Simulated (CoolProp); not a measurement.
Values from CoolProp's reference Helmholtz-energy equation of state, Lemmon 2006. It is a short technical equation, of lower accuracy than the large ones.

Problem. For R142b, give the phase and the Z, cp (kJ/(kg K)) at 66.35 °C and 4360 kPa; 164.25 °C and 4360 kPa.

Solution. 
- 66.35 °C and 4360 kPa: liquid; Z 0.153, cp 1.41
- 164.25 °C and 4360 kPa: supercritical; Z 0.607, cp 1.73
